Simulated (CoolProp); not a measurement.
The numbers come from the reference Helmholtz-energy equation of state, Lemmon and Jacobsen 2000 in CoolProp.

Problem. For R143a, give the phase and the Z, viscosity (µPa s) at 14.65 °C and 1.87 MPa; 200.35 °C and 1.87 MPa; 226.85 °C and 1.87 MPa.

Solution. 
- 14.65 °C and 1.87 MPa: liquid; Z 0.0671, viscosity 126
- 200.35 °C and 1.87 MPa: gas; Z 0.942, viscosity 18.0
- 226.85 °C and 1.87 MPa: gas; Z 0.954, viscosity 18.8

Viscosity comes from a separate model (Klein 1997), an estimate that may be off by 10 % or more.
